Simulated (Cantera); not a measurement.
## Equilibrium for aluminium nitride and oxide growth: Al(CH3)3 + N2O + H2

Feed: 1 mol Al(CH3)3, 0.81 mol N2O, 830 mol H2, at 7.50 Torr.

Method: chemical equilibrium by Gibbs-energy minimisation in Cantera with the NASA 1993 tables (ideal gas, pure condensed phases). Candidate condensed phases: Al, AlN, Al2O3, C, C6H6, C7H8, C8H18, H2O; 148 gas species. The feed counts by its element totals alone. Mutual solubility and eutectic melting of coexisting phases are not modelled. The numbers say what is thermodynamically allowed, not how fast it happens.

From 750 °C to 1000 °C the condensed part is AlN(s) + Al2O3(s) + C(graphite). From 1050 °C to 1150 °C the condensed part is AlN(s) + C(graphite).

```tsv
T (°C)	x H2	x CO	x CH4	x N2	n AlN(s)	n Al2O3(s)	n C(graphite)
750	0.999	4.89e-6	0.000748	0.000693	0.463	0.269	2.37
800	0.999	1.74e-5	0.000458	0.000689	0.470	0.265	2.60
850	0.999	5.52e-5	0.000293	0.000676	0.491	0.255	2.71
900	0.999	0.000156	0.000194	0.000642	0.547	0.227	2.71
950	0.999	0.000394	0.000133	0.000562	0.679	0.160	2.56
1000	0.999	0.000861	9.37e-5	0.000406	0.939	0.0303	2.20
1050	0.999	0.000969	6.78e-5	0.000369	1.000	0	2.13
1100	0.999	0.000969	5.02e-5	0.000367	1.000	0	2.14
1150	0.999	0.000969	3.80e-5	0.000365	1.000	0	2.14
```
x: gas mole fraction; n: condensed amount in mol.
